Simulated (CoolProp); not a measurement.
Cyclopropane along the isobar 70.7 bar: Z from the reference equation and from simpler models built on Tc = 398.7 K, pc = 56.05 bar, ω = 0.131; each cubic takes its own stable root.

Computed with CoolProp (reference Helmholtz-energy equation of state, Polt 1992). This equation is an older, rougher fit; its heat capacities, sound speeds and derivatives of the liquid may be far off and weren't checked against measurements.

| T (K) | phase | reference | Soave-Redlich-Kwong | Peng-Robinson |
|---|---|---|---|---|
| 310.9 | liquid | 0.1876 | 0.2035 | 0.1801 |
| 328.9 | liquid | 0.1860 | 0.2034 | 0.1801 |
| 346.9 | liquid | ___ | 0.2065 | 0.1830 |
| 364.9 | liquid | 0.1900 | 0.2142 | 0.1904 |
| 382.9 | liquid | 0.1990 | 0.2305 | 0.2059 |
| 400.9 | supercritical | 0.2248 | 0.2705 | ___ |
| 419 | supercritical | 0.4125 | 0.4478 | ___ |
| 437 | supercritical | ___ | ___ | 0.5658 |
| 455 | supercritical | ___ | 0.6782 | 0.6468 |
| 473 | supercritical | 0.7159 | 0.7347 | 0.7038 |

Question: Some entries are withheld; supply them.

Answer: 
- 346.9, reference: 0.1865
- 400.9, Peng-Robinson: 0.2451
- 419, Peng-Robinson: 0.4206
- 437, reference: 0.5780
- 437, Soave-Redlich-Kwong: 0.5969
- 455, reference: 0.6610
